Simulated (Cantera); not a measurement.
A closed system holds: 1 mol Cu2O, 0.5 mol CH4, 0.28 mol N2, 3.3 mol C.

These are equilibrium values from Cantera (NASA tables, ideal gas, pure condensed phases), not measurements of a reactor. Candidate condensed phases: C, C6H6, C7H8, C8H18, Cu, CuO, Cu(OH)2, Cu2O, H2O; 139 gas species. Equilibrium is a limit: real reactors are often held back by kinetics, nucleation or transport.

Stable condensed phases, one row left out:

```
T in K \ P in Pa
              10      32     100     320    1000    3200   10000   32000  100000  320000 1000000
   2673        A       A       A       A       A       A       A       A       B       B       B
   2373        A       A       A       A       A       A       A       B       B       B       B
   2223        A       A       A       A       A       A       B       B       B       B       B
   2073        A       A       A       A       A       B       B       B       B       B       B
   1923        A       A       A       A       B       B       B       B       B       B       B
   1773        A       A       B       B       B       B       B       B       B       B       B
   1623        A       B       B       B       B       B       B       B       B       B       B
   1473        B       B       B       B       B       B       B       B       B       B       B
   1323        B       B       B       B       B       B       B       B       B       B       B
   1173        B       B       B       B       B       B       B       B       B       B       B
   1023        B       B       B       B       B       B       B       B       B       B       B
    873        B       B       B       B       B       B       B       B       B       B       B
```

A: C; B: C + Cu.

Question: Give the row for 2523 K.

Answer: 10: C; 32: C; 100: C; 320: C; 1000: C; 3200: C; 10000: C; 32000: C; 100000: C + Cu; 320000: C + Cu; 1000000: C + Cu.
